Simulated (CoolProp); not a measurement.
Vapour pressure (bar) of hydrogen sulfide: the reference equation beside estimates from Tc = 373.1 K, pc = 89.99 bar, ω = 0.101. Clausius-Clapeyron is anchored at 211.4 K with a constant enthalpy of vaporisation of 18.68 kJ/mol.

Model: reference Helmholtz-energy equation of state, Lemmon 2006, in CoolProp. It is a short technical equation, of lower accuracy than the large ones.

```json
[
 {"T (K)": "208.1", "reference": "0.7912", "Lee-Kesler": "0.7803", "Clausius-Clapeyron": "0.7948", "van der Waals": "5.061", "Soave-Redlich-Kwong": "0.7804"},
 {"T (K)": "211.4", "reference": "0.9406", "Lee-Kesler": "0.9284", "Clausius-Clapeyron": "0.9406", "van der Waals": "5.571", "Soave-Redlich-Kwong": "0.9284"},
 {"T (K)": "214.6", "reference": "1.106", "Lee-Kesler": "1.093", "Clausius-Clapeyron": "1.102", "van der Waals": "6.099", "Soave-Redlich-Kwong": "1.092"},
 {"T (K)": "217.9", "reference": "1.300", "Lee-Kesler": "1.285", "Clausius-Clapeyron": "1.292", "van der Waals": "6.678", "Soave-Redlich-Kwong": "1.285"},
 {"T (K)": "221.2", "reference": "1.520", "Lee-Kesler": "1.504", "Clausius-Clapeyron": "1.506", "van der Waals": "7.293", "Soave-Redlich-Kwong": "1.503"},
 {"T (K)": "224.5", "reference": "1.767", "Lee-Kesler": "1.751", "Clausius-Clapeyron": "1.749", "van der Waals": "7.947", "Soave-Redlich-Kwong": "1.749"},
 {"T (K)": "227.7", "reference": "2.036", "Lee-Kesler": "2.019", "Clausius-Clapeyron": "2.013", "van der Waals": "8.618", "Soave-Redlich-Kwong": "2.017"},
 {"T (K)": "231", "reference": "2.346", "Lee-Kesler": "2.329", "Clausius-Clapeyron": "2.318", "van der Waals": "9.348", "Soave-Redlich-Kwong": "2.326"},
 {"T (K)": "234.3", "reference": "2.691", "Lee-Kesler": "2.674", "Clausius-Clapeyron": "2.658", "van der Waals": "10.12", "Soave-Redlich-Kwong": "2.670"},
 {"T (K)": "237.6", "reference": "3.073", "Lee-Kesler": "3.057", "Clausius-Clapeyron": "3.037", "van der Waals": "10.93", "Soave-Redlich-Kwong": "3.053"},
 {"T (K)": "240.8", "reference": "3.483", "Lee-Kesler": "3.467", "Clausius-Clapeyron": "3.443", "van der Waals": "11.76", "Soave-Redlich-Kwong": "3.462"}
]
```

Absolute difference from the reference over all 11 rows, mean and median: Lee-Kesler 0.9 and 0.9 %, Clausius-Clapeyron 0.8 and 1.0 %, van der Waals 365.3 and 349.7 %, Soave-Redlich-Kwong 1.0 and 1.0 %.
